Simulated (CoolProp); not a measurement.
Vapour-liquid equilibrium of R134a (1) + R227EA (2) at 4.51 bar; x and y are mole fractions of (1).

Computed with CoolProp (multi-fluid Helmholtz-energy mixture model, Tillner-Roth 1994 and Lemmon 2016; pair parameters Bell 2016).

```
x     bubble temperature, mixture model (K)  bubble temperature, Raoult's law (K)  y, mixture model  y, Raoult's law
----  -------------------------------------  ------------------------------------  ----------------  ---------------
0.05                                  296.9                                 297.1             0.074            0.072
0.2                              (withheld)                                 295.0             0.271            0.268
0.35                                  292.0                                 293.0             0.438            0.442
0.5                              (withheld)                                 291.1             0.584            0.595
0.65                             (withheld)                                 289.4             0.715            0.732
0.8                                   287.2                                 287.7             0.839            0.855
0.95                             (withheld)                                 286.2             0.959            0.966
```

Task: Some entries are withheld; supply them.

Result: 
- 0.2, bubble temperature, mixture model (K): 294.2
- 0.5, bubble temperature, mixture model (K): 290.1
- 0.65, bubble temperature, mixture model (K): 288.5
- 0.95, bubble temperature, mixture model (K): 286.0

The largest gap from Raoult's law is -1.0 K in bubble temperature, at x = 0.5. No azeotrope shows between x = 0.05 and 0.95.

The pair parameters rest on a limited set of measurements; away from them the model extrapolates.
